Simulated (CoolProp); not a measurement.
Vapour-liquid equilibrium of benzene (1) + n-octane (2) at 0.00515 MPa; x and y are mole fractions of (1).

Values from CoolProp's multi-fluid Helmholtz-energy mixture model, Thol 2012 and Beckmüller 2019; pair parameters Bell 2016.

```csv
x,"bubble temperature, mixture model (K)","bubble temperature, Raoult's law (K)","y, mixture model","y, Raoult's law"
0.05,311.5,313.1,0.295,0.236
0.2,299.1,303.1,0.690,0.617
0.35,292.1,296.2,0.827,0.788
0.5,287.9,291.1,0.890,0.880
0.65,285.1,287.0,0.928,0.934
0.8,282.8,283.7,0.958,0.969
0.95,280.7,280.9,0.988,0.994
```

The largest gap from Raoult's law is -4.1 K in bubble temperature, at x = 0.35. No azeotrope shows between x = 0.05 and 0.95.

The pair parameters rest on a limited set of measurements; away from them the model extrapolates.
